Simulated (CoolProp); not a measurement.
Vapour-liquid equilibrium of propane (1) + benzene (2) at 295.6 K; x and y are mole fractions of (1).

Values from CoolProp's multi-fluid Helmholtz-energy mixture model, Lemmon 2009 and Thol 2012; pair parameters Bell 2016.

Problem. Give the bubble pressure and the first vapour's composition at x = 0.65, 0.8, 0.95. Is there an azeotrope?

Solution. x = 0.65: 0.6143 MPa, y = 0.988; x = 0.8: 0.7169 MPa, y = 0.992; x = 0.95: 0.8415 MPa, y = 0.998. No azeotrope shows between x = 0.05 and 0.95.

The pair parameters rest on a limited set of measurements; away from them the model extrapolates. The gap from Raoult's law changes sign with composition, which may be real or a fault of the pair parameters; it wasn't checked against measurements. With so large a gap from Raoult's law the liquid may split in two, which this calculation doesn't test in full.
